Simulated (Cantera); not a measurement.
## Equilibrium for silicon carbide growth: SiCl4 + C2H4 + H2 + HCl

Input: 1 mol SiCl4, 0.0062 mol C2H4, 32 mol H2, 0.16 mol HCl, equilibrated at 1.40 mbar.

Cantera equilibrium calculation (NASA polynomials, part measured and part estimated; ideal gas, pure solids and liquids). Candidate condensed phases: C, C6H6, C7H8, C8H18, Si, SiC; 109 gas species. Mutual solubility and eutectic melting of coexisting phases are not modelled. The tables' values for SiCl3, SiCl are old estimates; treat these amounts as uncertain. Rates play no part.

```
T (°C)  log p H2  log p HCl  log p SiCl2  log p SiCl4  n Si(s)  n SiC(s)
------  --------  ---------  -----------  -----------  -------  --------
702        -2.88      -4.35        -5.60        -4.58    0.151    0.0124
752        -2.88      -4.19        -5.25        -4.70    0.228    0.0124
802        -2.89      -4.08        -4.98        -4.89    0.290    0.0124
852        -2.90      -4.00        -4.78        -5.18    0.323    0.0124
902        -2.90      -3.96        -4.67        -5.58    0.330    0.0124
952        -2.90      -3.95        -4.61        -6.03    0.322    0.0124
1002       -2.90      -3.95        -4.58        -6.48    0.308    0.0124
1052       -2.90      -3.95        -4.56        -6.92    0.293    0.0124
1102       -2.90      -3.95        -4.55        -7.33    0.277    0.0124
1152       -2.90      -3.96        -4.53        -7.72    0.262    0.0124
1202       -2.90      -3.96        -4.52        -8.08    0.248    0.0124
1252       -2.90      -3.96        -4.51        -8.42    0.234    0.0124
```
log p: log10 of the partial pressure in bar; n: condensed amount in mol.

From 702 °C to 1252 °C the condensed part is Si(s) + SiC(s). The main Si-bearing gas is SiCl4 at 702 °C and SiCl2 at 1252 °C. The share of Si in condensed phases is highest at 902 °C (34.2 %) and lowest at 702 °C (16.3 %).
